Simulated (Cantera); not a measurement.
Input: 1 mol SiCl4, 2.6 mol HCl, 8 mol H2, held at 1548 K and 0.133 bar.

These are equilibrium values from Cantera (NASA tables, ideal gas, pure condensed phases), not measurements of a reactor. Candidate condensed phases: Si; 19 gas species. The tables' values for SiCl3 are old estimates; treat these amounts as uncertain. Rates play no part.

Base state: H2 0.588, HCl 0.331, SiCl2 0.0513, SiCl3 0.0149, SiCl4 0.0122, SiHCl3 0.00264, SiH2Cl2 9.33e-5, H 6.46e-5 (mole fractions); condensed: gas only.

Question: What changes in the equilibrium state with this change: temperature from 1548 K to 925 K?

Answer: 
```tsv
species	before	after
H2	0.588	0.689
HCl	0.331	0.225
SiCl4	0.0122	0.0852
SiCl2	0.0513	1.71e-7
SiCl3	0.0149	1.92e-5
H	6.46e-5	<1e-9
Cl	2.91e-5	<1e-9
```
